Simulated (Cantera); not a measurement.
Input: 1 mol HgO, 0.49 mol N₂, equilibrated at 101000 Pa.

These are equilibrium values from Cantera (NASA tables, ideal gas, pure condensed phases), not measurements of a reactor. Candidate condensed phases: Hg, HgO; 10 gas species. Kinetics and transport are ignored. All values below are at 625 K.

Base state: N₂ 0.917, Hg 0.0554, O₂ 0.0277 (mole fractions); condensed: HgO(s).

Q: What changes in the equilibrium state with this change: pressure from 101000 Pa to 330 Pa?

A: 
| species | before | after |
|---|---|---|
| Hg | 0.0554 | 0.503 |
| O₂ | 0.0277 | 0.251 |
| N₂ | 0.917 | 0.246 |
| HgO(s), mol | 0.970 | 0 |
